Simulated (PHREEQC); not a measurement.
Dissolve 1.3 mmol/kgw KOH and 0.16 mmol/kgw H4SiO4 at 25 °C. Closed to the air; pH follows from the charge balance.

Model: Pitzer model, pitzer.dat, run in PHREEQC.

| Property | Value |
|---|---|
| pH | 11.04 |
| ionic strength | 0.00130 mol/kgw |
| osmotic coefficient | 0.987 |
| total alkalinity | 1.30 meq/kg |

| species | molality | activity | log γ |
|---|---|---|---|
| K+ | 0.00130 | 0.00125 | -0.018 |
| OH- | 0.00115 | 0.00110 | -0.017 |
| H3SiO4- | 0.000150 | 0.000144 | -0.018 |
| H4SiO4 | 8.95e-6 | 8.95e-6 | 0.000 |
| H2SiO4-2 | 1.26e-6 | 1.06e-6 | -0.074 |

Precipitation was switched off in this run.
